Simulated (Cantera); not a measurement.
An isothermal, constant-pressure homogeneous reactor starts with N2O = 1 (molar parts), at 1323 K and 0.0267 bar.

Cantera simulation using GRI-Mech 3.0 (53 species, 325 reactions); the numbers are that mechanism's predictions, not measurements. GRI-Mech 3.0 was tuned for natural gas; its chemistry of N2O as a main component is partial and can be far from experiment. Radical loss at walls, strong at low pressure, is not modelled. The mechanism lacks the step 2 NO + O2 → 2 NO2, which can matter for NO2 below about 1400 K. The temperature is held fixed by assumption; the heat of reaction is taken as removed at once.

One state of this run: x N2O = 0.189; x O2 = 0.227; x O = 9.94e-6; x NO = 0.0857; x NO2 = 3.12e-5; x N2 = 0.497. x: mole fraction; the columns are a selection and need not sum to one.

**Question.** Which value of t (s) does it belong to?
A. 4.00e-5
B. 0.00577
C. 0.833
D. 10.0

**Answer.** D, 10.0
